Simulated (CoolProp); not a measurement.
Computed with CoolProp (reference Helmholtz-energy equation of state, Lemmon and Jacobsen 2000).

Task: Give the vapour pressure (MPa), surface tension (mN/m), liquid viscosity (µPa s), liquid conductivity (mW/(m K)) of saturated R143a at -53.65 °C.

Result: 
```json
[
 {"T (°C)": "-53.65", "p (MPa)": "0.0740", "surface tension (mN/m)": "15.3", "liquid viscosity (µPa s)": "232", "liquid conductivity (mW/(m K))": "105"}
]
```

Viscosity comes from a separate model (Klein 1997), an estimate that may be off by 10 % or more. Thermal conductivity comes from a separate model (McLinden 2000), an estimate that may be off by 10 % or more. Surface tension comes from a separate correlation (Mulero 2014).
